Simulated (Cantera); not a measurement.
**Silicon carbide growth: SiH4 + C2H2 + H2**

A closed system holds: 1 mol SiH4, 0.0059 mol C2H2, 1800 mol H2, equilibrated at 750 Torr.

Method: chemical equilibrium by Gibbs-energy minimisation in Cantera with the NASA 1993 tables (ideal gas, pure condensed phases). Candidate condensed phases: C, C6H6, C7H8, C8H18, Si, SiC; 87 gas species. Gases not in the tables: Si2H6 and higher silanes. Rates play no part.

From 1300 K to 1650 K the condensed part is Si(s). From 1700 K to 1850 K the condensed part is Si(l). The main Si-bearing gas is SiH4 at 1300 K and SiH2 at 1850 K.

| T (K) | x H2 | x H | x SiH2 | x CH4 | x Si | x SiH | n Si(s) | n Si(l) |
|---|---|---|---|---|---|---|---|---|
| 1300 | 1.000 | 1.11e-6 | 7.65e-8 | 6.55e-6 | 4.33e-11 | 3.59e-10 | 0.998 | 0 |
| 1350 | 1.000 | 2.38e-6 | 1.75e-7 | 6.55e-6 | 1.99e-10 | 1.27e-9 | 0.998 | 0 |
| 1400 | 1.000 | 4.86e-6 | 3.77e-7 | 6.55e-6 | 8.23e-10 | 4.11e-9 | 0.998 | 0 |
| 1450 | 1.000 | 9.46e-6 | 7.69e-7 | 6.55e-6 | 3.08e-9 | 1.22e-8 | 0.997 | 0 |
| 1500 | 1.000 | 1.76e-5 | 1.50e-6 | 6.55e-6 | 1.05e-8 | 3.38e-8 | 0.995 | 0 |
| 1550 | 1.000 | 3.15e-5 | 2.79e-6 | 6.54e-6 | 3.32e-8 | 8.73e-8 | 0.993 | 0 |
| 1600 | 1.000 | 5.44e-5 | 5.01e-6 | 6.54e-6 | 9.75e-8 | 2.12e-7 | 0.988 | 0 |
| 1650 | 1.000 | 9.08e-5 | 8.66e-6 | 6.53e-6 | 2.68e-7 | 4.89e-7 | 0.981 | 0 |
| 1700 | 1.000 | 0.000147 | 1.42e-5 | 6.52e-6 | 6.79e-7 | 1.05e-6 | 0 | 0.969 |
| 1750 | 1.000 | 0.000233 | 2.08e-5 | 6.50e-6 | 1.50e-6 | 1.99e-6 | 0 | 0.954 |
| 1800 | 1.000 | 0.000358 | 2.99e-5 | 6.46e-6 | 3.18e-6 | 3.62e-6 | 0 | 0.931 |
| 1850 | 0.999 | 0.000539 | 4.21e-5 | 6.40e-6 | 6.45e-6 | 6.39e-6 | 0 | 0.898 |
x: gas mole fraction; n: condensed amount in mol.
